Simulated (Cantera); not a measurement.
Input: 1 mol C₂H₂, 0.99 mol H₂O, 4 mol H₂, equilibrated at 2075 K and 10.0 mbar.

Equilibrium computed with Cantera from the NASA thermochemical tables; the gas is ideal and each condensed phase is pure. Candidate condensed phases: C, C₆H₆, C₇H₈, C₈H₁₈, H₂O; 110 gas species. The numbers say what is thermodynamically allowed, not how fast it happens.

Base state: H₂ 0.835, CO 0.140, H 0.0243, C₂H₂ (acetylene) 0.00104 (mole fractions); condensed: C(graphite).

Q: What changes in the equilibrium state with this change: C₂H₂ replaced by CH₃OH?

A: 
```tsv
species	before	after
H₂	0.835	0.735
CO	0.140	0.120
H₂O	1.03e-7	0.118
H	0.0243	0.0228
CO₂	3.56e-9	0.00396
C₂H₂ (acetylene)	0.00104	<1e-9
OH	<1e-9	0.000419
C(graphite), mol	0.995	0
```
